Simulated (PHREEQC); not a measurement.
A column of 0.2 m (40 cells, dispersivity 0.01 m, 60 s a shift, diffusion coefficient 3e-10 m²/s) holds 0.27 eq of the database's cation exchanger X per kg of pore water, first in equilibrium with 46 mmol/kgw KCl, 3.9 mmol/kgw CaCl2 and 0.01 mmol/kgw HCl. It is flushed with 45 mmol/kgw BaCl2, 0.84 mmol/kgw SrCl2, 66 mmol/kgw LiCl and 0.01 mmol/kgw HCl, at 40 °C. Values are for the last cell. CO2 from the air is kept out. No solid was allowed to form.

Base run: PHREEQC, ion-association model, phreeqc.dat. Each further column changes one thing. The table gives K in solution (mol/kgw).

| pore volumes | base | exchange capacity from 0.27 to 0.14 eq/kgw | dispersivity from 0.01 to 0.02 m |
|---|---|---|---|
| 0 | 0.0460 | 0.0460 | 0.0460 |
| 0.4125 | 0.0462 | 0.0462 | 0.0480 |
| 1.012 | 0.0783 | 0.0715 | 0.0752 |
| 1.413 | 0.0821 | 0.0705 | 0.0772 |
| 1.812 | 0.0755 | 0.0542 | 0.0716 |
| 2.413 | 0.0634 | 0.0240 | 0.0571 |
| 2.812 | 0.0518 | 0.0116 | 0.0459 |
| 3.212 | 0.0379 | 0.00517 | 0.0350 |
| 3.612 | 0.0250 | 0.00221 | 0.0257 |
| 4.213 | 0.0119 | 0.000592 | 0.0154 |
| 4.612 | 0.00692 | 0.000241 | 0.0108 |
| 5.013 | 0.00394 | 9.69e-5 | 0.00747 |
| 5.612 | 0.00164 | 2.44e-5 | 0.00426 |
| 6.013 | 0.000907 | 9.66e-6 | 0.00292 |

At this temperature some constants are extrapolated from 25 °C, and those without enthalpy data are left unchanged.
